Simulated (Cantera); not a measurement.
Input: 1 mol CF₄, a varied amount of HCl, at 525 °C and 25.0 Pa.

Cantera equilibrium calculation (NASA polynomials, part measured and part estimated; ideal gas, pure solids and liquids). Candidate condensed phases: C, C₆H₆, C₇H₈, C₈H₁₈; 118 gas species. Condensed phases not in the tables: fluorocarbon polymer. Gases not in the tables: C₂F₆ and larger saturated fluorocarbons. Equilibrium is a limit: real reactors are often held back by kinetics, nucleation or transport.

x: gas mole fraction; n: condensed amount in mol.

```tsv
n(HCl) (mol)	x CF₄	x HCl	x HF	x Cl₂	n C(graphite)
0.011	0.984	0.00257	0.00829	0.00334	0.00170
0.021	0.971	?	?	?	?
0.039	0.949	0.0134	0.0240	0.0106	0.00555
0.073	0.911	0.0284	0.0390	0.0177	0.00963
0.14	0.846	0.0589	0.0621	0.0289	0.0168
0.25	?	?	?	?	?
0.47	0.625	0.185	0.125	0.0602	0.0457
```

Problem. Complete the blanks.

Solution. 
- 0.25, x CF₄: 0.757
- 0.25, x HCl: 0.106
- 0.25, x HF: 0.0898
- 0.25, x Cl₂: 0.0425
- 0.25, n C(graphite): 0.0272
- 0.021, x HCl: 0.00608
- 0.021, x HF: 0.0144
- 0.021, x Cl₂: 0.00613
- 0.021, n C(graphite): 0.00315
